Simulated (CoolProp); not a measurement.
Computed with CoolProp (reference Helmholtz-energy equation of state, Akasaka 2023).

Give the vapour pressure (kPa), liquid density (kg/m³), enthalpy of vaporisation (kJ/kg), vapour Z of saturated R1336mzz(E) at 291.5, 304.8 K.


```
T (K)  p (kPa)  liquid density (kg/m³)  enthalpy of vaporisation (kJ/kg)  vapour Z
-----  -------  ----------------------  --------------------------------  --------
291.5      152                    1350                               148     0.934
304.8      243                    1300                               141     0.908
```
